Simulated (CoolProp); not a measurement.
The fluid at 353.25 K and 3.71 MPa flows at 0.06 m/s in a round tube of 100 mm bore and 15 µm roughness, fully developed (64/Re and Nu = 3.66 if laminar; Colebrook and Gnielinski if turbulent). The same conditions are run with several fluids, on thermodynamics alone (safety and materials aside).

Values from CoolProp's reference Helmholtz-energy equation of state of each fluid (c-C4F8 (RC318): Platzer 1990; n-butane: Bücker 2006; n-heptane: Span 2003; n-decane: Lemmon 2006; isobutane: Bücker 2006). The equations of Platzer and Polt are older, rougher fits.

**Question.** Rank c-C4F8 (RC318), n-butane, n-heptane, n-decane, isobutane by Reynolds number, highest first.

**Answer.** c-C4F8 (RC318) (41800), isobutane (31200), n-butane (30300), n-heptane (15800), n-decane (8990)

```tsv
fluid	Darcy friction factor	pressure drop (Pa/m)	heat-transfer coefficient (W/(m² K))	mass flow (kg/h)
c-C4F8 (RC318)	0.0222	0.511	123	2170
n-butane	0.0238	0.219	135	865
n-heptane	0.0277	0.318	118	1080
n-decane	0.0320	0.396	93.4	1170
isobutane	0.0237	0.205	123	818
```

Transport values come from each fluid's own correlations; those of c-C4F8 (RC318) are estimates that may be off by 10 % or more.
